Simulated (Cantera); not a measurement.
What does this Cantera script print?

```python
import numpy as np
import cantera as ct

surf = ct.Interface("ptcombust.yaml", "Pt_surf")
gas = surf.adjacent["gas"]
gas.TPX = 300, 8300, {'H2': 0.037, 'O2': 0.18, 'N2': 0.79}
jet = ct.ImpingingJet(gas=gas, width=0.036, surface=surf)
jet.inlet.mdot, jet.inlet.T, jet.inlet.X = 0.035, 300, {'H2': 0.037, 'O2': 0.18, 'N2': 0.79}
jet.set_refine_criteria(ratio=10, slope=0.2, curve=0.3)
show, cover = ['H2', 'O2', 'H2O', 'OH'], ["PT(S)", "H(S)", "O(S)", "OH(S)", "CO(S)", "C(S)"]

rows = []
print(f"{'Ts/K':>7s}" + "".join(f"{s:>11s}" for s in show + cover) + "   (gas at the wall, coverages)")
for i, Ts in enumerate([500, 550, 600, 650, 700, 750, 800, 850]):
    jet.surface.T = Ts
    if i == 0:
        surf.TP = Ts, 8300
        surf.coverages = "PT(S):0.5, O(S):0.5"
        surf.advance_coverages(1.0)
        jet.set_initial_guess(products="inlet")
    jet.solve(loglevel=0, auto=(i == 0))
    rows.append([*(jet.X[gas.species_index(s), -1] for s in show), *surf[cover].coverages])
    print(f"{Ts:7g}" + "".join(f"{x:11.3e}" for x in rows[-1]))
```

It prints:

```
   Ts/K         H2         O2        H2O         OH      PT(S)       H(S)       O(S)      OH(S)      CO(S)       C(S)   (gas at the wall, coverages)
    500  4.116e-03  1.439e-01  6.394e-02  2.037e-15  4.192e-02  1.291e-09  9.393e-01  1.870e-02 -1.162e-15 -2.714e-25
    550  4.106e-03  1.441e-01  6.344e-02  7.748e-14  4.436e-02  1.258e-09  9.449e-01  1.070e-02  2.681e-17  4.328e-26
    600  4.099e-03  1.442e-01  6.299e-02  1.592e-12  4.671e-02  1.541e-09  9.466e-01  6.670e-03 -3.114e-19  4.329e-27
    650  4.075e-03  1.443e-01  6.263e-02  2.034e-11  4.924e-02  2.246e-09  9.463e-01  4.456e-03  7.427e-18  3.164e-26
    700  3.917e-03  1.443e-01  6.256e-02  1.778e-10  5.375e-02  3.716e-09  9.430e-01  3.212e-03  4.432e-18  5.151e-26
    750  3.351e-03  1.438e-01  6.328e-02  1.112e-09  6.647e-02  7.546e-09  9.309e-01  2.586e-03  2.244e-17  7.439e-30
    800  2.500e-03  1.430e-01  6.458e-02  5.090e-09  9.484e-02  1.896e-08  9.029e-01  2.307e-03  2.371e-18  1.322e-26
    850  1.806e-03  1.424e-01  6.559e-02  1.863e-08  1.388e-01  4.898e-08  8.591e-01  2.129e-03  2.631e-18 -7.076e-29
```

Computed with Cantera and Deutschmann's 1995 Pt surface mechanism with GRI-Mech 3.0 gas chemistry. Catalytic surfaces can have several steady states; this one follows from the mechanism file's or the stated starting coverage.
